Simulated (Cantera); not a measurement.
Standard-state values (1 bar) from the NASA 1993 polynomials, evaluated with Cantera. Values are per mole of reaction as written; species without (g) are pure solids or liquids, kept so even where they would boil at 1 bar.

2 Ti3O5 + N2(g) = 2 NO2(g) + 6 TiO(g)

```json
[
 {"T (K)": "750", "ΔH° (kJ)": "5241.6", "ΔS° (J/K)": "1280.7", "ΔG° (kJ)": "4281.1", "log10 K": "-298.15"},
 {"T (K)": "850", "ΔH° (kJ)": "___", "ΔS° (J/K)": "___", "ΔG° (kJ)": "___", "log10 K": "___"},
 {"T (K)": "950", "ΔH° (kJ)": "5219.9", "ΔS° (J/K)": "1255.1", "ΔG° (kJ)": "4027.5", "log10 K": "-221.44"},
 {"T (K)": "1050", "ΔH° (kJ)": "5208.0", "ΔS° (J/K)": "1243.2", "ΔG° (kJ)": "3902.6", "log10 K": "-194.14"},
 {"T (K)": "1150", "ΔH° (kJ)": "5195.3", "ΔS° (J/K)": "1231.6", "ΔG° (kJ)": "3778.9", "log10 K": "-171.64"},
 {"T (K)": "1250", "ΔH° (kJ)": "5181.8", "ΔS° (J/K)": "1220.4", "ΔG° (kJ)": "3656.3", "log10 K": "-152.78"},
 {"T (K)": "1350", "ΔH° (kJ)": "5167.4", "ΔS° (J/K)": "1209.3", "ΔG° (kJ)": "3534.8", "log10 K": "-136.77"},
 {"T (K)": "1450", "ΔH° (kJ)": "5152.1", "ΔS° (J/K)": "1198.4", "ΔG° (kJ)": "3414.4", "log10 K": "-123.00"},
 {"T (K)": "1550", "ΔH° (kJ)": "5136.0", "ΔS° (J/K)": "1187.7", "ΔG° (kJ)": "3295.1", "log10 K": "-111.04"},
 {"T (K)": "1650", "ΔH° (kJ)": "___", "ΔS° (J/K)": "___", "ΔG° (kJ)": "___", "log10 K": "___"}
]
```

Question: What belongs in the gaps?

Answer: 
- 850, ΔH° (kJ): 5231.1
- 850, ΔS° (J/K): 1267.5
- 850, ΔG° (kJ): 4153.7
- 850, log10 K: -255.25
- 1650, ΔH° (kJ): 5119.0
- 1650, ΔS° (J/K): 1177.0
- 1650, ΔG° (kJ): 3176.9
- 1650, log10 K: -100.57
